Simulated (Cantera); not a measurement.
## Ignition delay

Mixture: CH₄ : CO : O₂ : N₂ = 1 : 0.76 : 2.56 : 9.62 (molar parts), at 1.01 bar, adiabatic and at constant pressure. Ignition delay is the time to a rise of 400 K.

Cantera simulation using GRI-Mech 3.0 (53 species, 325 reactions); the numbers are that mechanism's predictions, not measurements.

```csv
T0 (K),delay (ms)
1025,1150
1075,452
1125,188
1175,82.0
1225,37.5
1275,17.9
1325,8.96
1375,4.67
```

```
Item                                                     Value
--------------------------------------------------  ----------
apparent activation energy between 1275 and 1375 K  200 kJ/mol
```
